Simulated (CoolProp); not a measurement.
R115 at 298.15 K and 0.267 MPa is throttled through a valve to 0.18 MPa with no heat exchange. Each further row changes one setting.

Model: reference Helmholtz-energy equation of state, Lemmon 2016, in CoolProp.

```csv
case,temperature change (K),final density (kg/m³)
as stated,[?],11.7
outlet pressure 0.054 MPa,[?],[?]
outlet pressure 0.234 MPa,[?],15.3
```

Fill in the missing entries.


- as stated, temperature change (K): -1.2
- outlet pressure 0.054 MPa, temperature change (K): -3.0
- outlet pressure 0.054 MPa, final density (kg/m³): 3.43
- outlet pressure 0.234 MPa, temperature change (K): -0.5
